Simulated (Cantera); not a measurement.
Feed: 1 mol MgO, 5.5 mol CH₄, 0.015 mol CO, held at 625 °C and 0.133 bar.

Cantera equilibrium calculation (NASA polynomials, part measured and part estimated; ideal gas, pure solids and liquids). Candidate condensed phases: C, C₆H₆, C₇H₈, C₈H₁₈, H₂O, Mg, MgCO₃, MgO, Mg(OH)₂; 116 gas species. Rates play no part.

Base state: H₂ 0.959, CH₄ 0.0392, CO 0.00107, H₂O 0.000345 (mole fractions); condensed: C(graphite) + MgO(s).

### Question
What changes in the equilibrium state with this change: temperature from 625 °C to 1177 °C?

### Answer
```csv
species,before,after
H₂,0.959,0.994
CO,0.00107,0.00321
Mg,<1e-9,0.00185
CH₄,0.0392,0.000435
H,<1e-9,2.58e-5
H₂O,0.000345,1.06e-6
"C(graphite), mol",5.09,5.47
"MgO(s), mol",1.00,0.980
```

### Question
What changes in the equilibrium state with this change: temperature from 625 °C to 1352 °C?

### Answer
| species | before | after |
|---|---|---|
| H₂ | 0.959 | 0.922 |
| CO | 0.00107 | 0.0393 |
| Mg | <1e-9 | 0.0378 |
| CH₄ | 0.0392 | 0.000167 |
| H | <1e-9 | 0.000186 |
| MgH | <1e-9 | 0.000155 |
| C₂H₂ (acetylene) | <1e-9 | 3.28e-5 |
| H₂O | 0.000345 | 3.61e-6 |
| C(graphite), mol | 5.09 | 5.04 |
| MgO(s), mol | 1.00 | 0.547 |
The tables' values for MgH are old estimates; treat these amounts as uncertain.

### Question
What changes in the equilibrium state with this change: temperature from 625 °C to 1752 °C?

### Answer
```csv
species,before,after
H₂,0.959,0.840
CO,0.00107,0.0778
Mg,<1e-9,0.0763
CH₄,0.0392,3.74e-5
H,<1e-9,0.00483
C₂H₂ (acetylene),<1e-9,0.000760
MgH,<1e-9,0.000402
H₂O,0.000345,9.26e-7
"C(graphite), mol",5.09,4.48
"MgO(s), mol",1.00,0
```
The tables' values for MgH are old estimates; treat these amounts as uncertain.
